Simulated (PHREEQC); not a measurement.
Hard or scaling water (model solution)

Consider water at 18 °C with 4.4e-05 mol Ca(HCO3)2, 0.0039 mol CO2, 5e-05 mol NaCl and 0.00021 mol Pb(NO3)2 per kg of water. Closed to the air; pH follows from the charge balance.

The numbers come from PHREEQC with the ion-association model, phreeqc.dat.

The pH is 4.76 and the ionic strength is 0.000800 mol/kgw. The total alkalinity is 0.0880 meq/kg.

| species | molality | activity | log γ |
|---|---|---|---|
| CO2 | 0.00388 | 0.00388 | 0.000 |
| NO3- | 0.000419 | 0.000406 | -0.014 |
| Pb+2 | 0.000195 | 0.000172 | -0.055 |
| HCO3- | 9.20e-5 | 8.92e-5 | -0.014 |
| Na+ | 5.00e-5 | 4.84e-5 | -0.014 |
| Cl- | 4.97e-5 | 4.82e-5 | -0.014 |
| Ca+2 | 4.40e-5 | 3.88e-5 | -0.054 |
| H+ | 1.80e-5 | 1.75e-5 | -0.013 |
| PbHCO3+ | 1.26e-5 | 1.22e-5 | -0.014 |

No solid was allowed to form. Species that the database lacks are ignored.
